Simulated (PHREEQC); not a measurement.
A solution holds 170 mmol/kgw CdCl2 and 120 mmol/kgw Cu(NO3)2, at 5 °C. Closed to the air; pH follows from the charge balance.

All values are PHREEQC results (ion-association model, phreeqc.dat), not measurements.

No solid was allowed to form.

Q: Order these Cl species by the share of Cl that they hold, largest first: CdCl+, CuCl+, CdCl2, CdCl3-, Cl-.

A: Cl- (49 %), CdCl+ (31 %), CdCl2 (17 %), CdCl3- (1.9 %), CuCl+ (1.3 %)

The pH is 4.49 and the ionic strength 0.543 mol/kgw. Constants without temperature data keep their 25 °C values here.
